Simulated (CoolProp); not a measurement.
Vapour-liquid equilibrium of acetone (1) + n-hexane (2) at 375.8 K; x and y are mole fractions of (1).

The numbers come from the multi-fluid Helmholtz-energy mixture model, Lemmon 2006 and Thol 2019; pair parameters Bell 2016 in CoolProp.

```csv
x,"bubble pressure, mixture model (MPa)","bubble pressure, Raoult's law (MPa)","y, mixture model","y, Raoult's law"
0.05,0.3088,0.2703,0.172,0.074
0.15,0.3715,0.2838,0.355,0.211
0.25,0.4096,0.2972,0.453,0.335
0.35,0.4332,0.3107,0.518,0.449
0.45,0.4478,0.3242,0.567,0.553
0.55,0.4563,0.3377,0.611,0.649
0.65,0.4598,0.3511,0.658,0.737
0.75,0.4575,0.3646,0.713,0.819
0.85,0.4463,0.3781,0.790,0.895
0.95,0.4202,0.3916,0.909,0.966
```

The largest gap from Raoult's law is +39.4 % in bubble pressure, at x = 0.35. y crosses x between x = 0.65 and 0.75: the model has an azeotrope there.

Pair parameters are fitted to limited data, so mixtures are less certain than the pure fluids.
